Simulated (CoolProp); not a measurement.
Vapour-liquid equilibrium of R113 (1) + acetone (2) at 10.2 kPa; x and y are mole fractions of (1).

The numbers come from the multi-fluid Helmholtz-energy mixture model, Marx 1992 and Lemmon 2006; pair parameters Bell 2016 in CoolProp.

```json
[
 {"x": "0.05", "bubble temperature, mixture model (K)": "271.7", "bubble temperature, Raoult's law (K)": "274.3", "y, mixture model": "0.196", "y, Raoult's law": "0.078"},
 {"x": "0.125", "bubble temperature, mixture model (K)": "268.5", "bubble temperature, Raoult's law (K)": "273.5", "y, mixture model": "0.368", "y, Raoult's law": "0.187"},
 {"x": "0.2", "bubble temperature, mixture model (K)": "266.5", "bubble temperature, Raoult's law (K)": "272.7", "y, mixture model": "0.468", "y, Raoult's law": "0.288"},
 {"x": "0.275", "bubble temperature, mixture model (K)": "265.2", "bubble temperature, Raoult's law (K)": "271.9", "y, mixture model": "0.531", "y, Raoult's law": "0.382"},
 {"x": "0.35", "bubble temperature, mixture model (K)": "264.4", "bubble temperature, Raoult's law (K)": "271.1", "y, mixture model": "0.575", "y, Raoult's law": "0.468"},
 {"x": "0.425", "bubble temperature, mixture model (K)": "263.9", "bubble temperature, Raoult's law (K)": "270.4", "y, mixture model": "0.608", "y, Raoult's law": "0.548"},
 {"x": "0.5", "bubble temperature, mixture model (K)": "263.5", "bubble temperature, Raoult's law (K)": "269.7", "y, mixture model": "0.635", "y, Raoult's law": "0.622"},
 {"x": "0.575", "bubble temperature, mixture model (K)": "263.3", "bubble temperature, Raoult's law (K)": "269.0", "y, mixture model": "0.660", "y, Raoult's law": "0.690"},
 {"x": "0.65", "bubble temperature, mixture model (K)": "263.2", "bubble temperature, Raoult's law (K)": "268.3", "y, mixture model": "0.686", "y, Raoult's law": "0.754"},
 {"x": "0.725", "bubble temperature, mixture model (K)": "263.1", "bubble temperature, Raoult's law (K)": "267.7", "y, mixture model": "0.717", "y, Raoult's law": "0.814"},
 {"x": "0.8", "bubble temperature, mixture model (K)": "263.2", "bubble temperature, Raoult's law (K)": "267.0", "y, mixture model": "0.757", "y, Raoult's law": "0.869"},
 {"x": "0.875", "bubble temperature, mixture model (K)": "263.6", "bubble temperature, Raoult's law (K)": "266.4", "y, mixture model": "0.815", "y, Raoult's law": "0.921"},
 {"x": "0.95", "bubble temperature, mixture model (K)": "264.4", "bubble temperature, Raoult's law (K)": "265.8", "y, mixture model": "0.906", "y, Raoult's law": "0.970"}
]
```

The largest gap from Raoult's law is -6.7 K in bubble temperature, at x = 0.35. y crosses x between x = 0.65 and 0.725: the model has an azeotrope there.

Pair parameters are fitted to limited data, so mixtures are less certain than the pure fluids.
